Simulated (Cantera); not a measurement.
Feed: 1 mol SiH₂Cl₂, 4.9 mol O₃, 8.4 mol H₂O, at 1330 Pa.

Equilibrium computed with Cantera from the NASA thermochemical tables; the gas is ideal and each condensed phase is pure. Candidate condensed phases: H₂O, Si, SiO₂; 30 gas species. The tables hold silica as quartz up to 1696 K and as liquid above; real silica turns to tridymite and cristobalite and melts near 1996 K. Equilibrium is a limit: real reactors are often held back by kinetics, nucleation or transport. All values below are at 1323 K.

Base state: H₂O 0.502, O₂ 0.379, HCl 0.118, Cl 0.00142, Cl₂ 0.000116, OH 0.000104 (mole fractions); condensed: SiO₂(β-quartz).

**Question.** What changes in the equilibrium state with this change: SiH₂Cl₂ replaced by TEOS?

**Answer.** 
| species | before | after |
|---|---|---|
| H₂O | 0.502 | 0.482 |
| H₂ | 9.16e-7 | 0.215 |
| CO₂ | 0 | 0.166 |
| O₂ | 0.379 | <1e-9 |
| CO | 0 | 0.137 |
| HCl | 0.118 | 0 |
| Cl | 0.00142 | 0 |
| Cl₂ | 0.000116 | 0 |
| OH | 0.000104 | 2.06e-7 |
| SiO₂(β-quartz), mol | 1.00 | 1.00 |
The feed counts by its element totals alone. Further candidate phases: C, C₆H₆, C₇H₈, C₈H₁₈, SiC.
